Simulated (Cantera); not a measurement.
Input: 1 mol LiOH, 0.14 mol H2O, held at 2.10 mbar.

Cantera equilibrium calculation (NASA polynomials, part measured and part estimated; ideal gas, pure solids and liquids). Candidate condensed phases: H2O, Li, LiH, LiOH, Li2O; 17 gas species. Kinetics and transport are ignored.

x: gas mole fraction; n: condensed amount in mol.

```csv
T (K),x H2O,x LiOH,x Li,x Li2O,n Li2O(s)
873,1.000,1.89e-5,<1e-12,<1e-12,0.500
973,1.000,0.000255,1.27e-11,1.47e-11,0.500
1073,0.998,0.00215,1.48e-9,1.93e-9,0.499
1173,0.988,?,?,?,0.496
1273,0.949,0.0509,2.01e-6,2.86e-6,0.483
1373,?,?,?,?,?
1473,0.597,0.400,0.000381,0.000539,0.339
1573,0.292,0.698,0.00305,0.00437,0.146
1673,0.143,0.823,0.0132,0.0156,0
1773,0.150,0.792,0.0300,0.0168,0
```

**Question.** Complete the blanks.

**Answer.** 
- 1373, x H2O: 0.835
- 1373, x LiOH: 0.164
- 1373, x Li: 3.35e-5
- 1373, x Li2O: 4.80e-5
- 1373, n Li2O(s): 0.442
- 1173, x LiOH: 0.0121
- 1173, x Li: 7.46e-8
- 1173, x Li2O: 1.03e-7
